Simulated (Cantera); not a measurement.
# Pyrogenic steam for wet oxidation

An isothermal, constant-pressure homogeneous reactor starts with H₂ : O₂ : N₂ = 0.71 : 1 : 0.7 (molar parts), equivalence ratio 0.35, at 875 K and 293 Torr.

Detailed kinetics in Cantera: the H2/O2 subset of GRI-Mech 3.0, which has no nitrogen chemistry. Below about 950 K walls govern HO2 and H2O2 in real vessels. The temperature is held fixed by assumption; the heat of reaction is taken as removed at once.

```csv
t (s),x H₂,x O₂,x OH,x HO₂,x H₂O₂,x H₂O
5.00e-5,0.295,0.415,1.10e-12,7.75e-11,<1e-12,3.54e-11
0.000194,0.295,0.415,3.87e-12,6.94e-10,<1e-12,5.17e-10
0.000753,0.295,0.415,1.03e-11,6.82e-9,3.01e-11,6.02e-9
0.00292,0.295,0.415,2.52e-11,5.93e-8,1.04e-9,5.59e-8
0.0113,0.295,0.415,4.32e-10,1.57e-6,8.16e-8,1.62e-6
0.0441,0.235,0.394,3.25e-9,1.86e-5,0.000199,0.0703
0.171,0.234,0.394,5.87e-9,2.44e-5,0.000357,0.0709
0.664,0.226,0.391,2.32e-8,4.39e-5,0.00136,0.0789
2.58,0.169,0.371,3.68e-8,4.91e-5,0.00202,0.145
10.0,0.0363,0.326,5.58e-8,3.08e-5,0.000768,0.302
```
x: mole fraction; the columns are a selection and need not sum to one.

Equilibrium at this temperature and pressure: H₂ 1.24e-12, O₂ 0.314, OH 1.84e-8, HO₂ 1.88e-10, H₂O₂ 5.49e-11, H₂O 0.345 (gas phase only).
